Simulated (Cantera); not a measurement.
A freely propagating, adiabatic, planar premixed flame of CH₄ : CO : O₂ : N₂ = 1 : 0.049 : 1.84 : 6.92 (molar parts), equivalence ratio 1.1, unburnt at 448 K and 18000 Pa; mixture-averaged transport, grid criteria slope 0.08 and curve 0.16, no radiation.

Computed with Cantera and GRI-Mech 3.0 (53 species, 325 reactions). Burning velocities carry a grid error of a few per cent, more on coarse grids.

Q: What does this change do: inlet temperature 448 to 600 K?

A: 
```json
[
 {"quantity": "laminar burning velocity", "before": "109 cm/s", "after": "179 cm/s"},
 {"quantity": "thermal thickness", "before": "1.61 mm", "after": "1.47 mm"},
 {"quantity": "peak x(CH₃)", "before": "0.00381", "after": "0.00453"},
 {"quantity": "peak x(O)", "before": "0.00487", "after": "0.00579"},
 {"quantity": "peak x(OH)", "before": "0.00943", "after": "0.0110"}
]
```

Q: What does this change do: inlet temperature 448 to 698 K?

A: 
```
quantity                    before     after
------------------------  --------  --------
laminar burning velocity  109 cm/s  237 cm/s
thermal thickness          1.61 mm   1.40 mm
peak x(CH₃)                0.00381   0.00505
peak x(O)                  0.00487   0.00640
peak x(OH)                 0.00943    0.0121
```
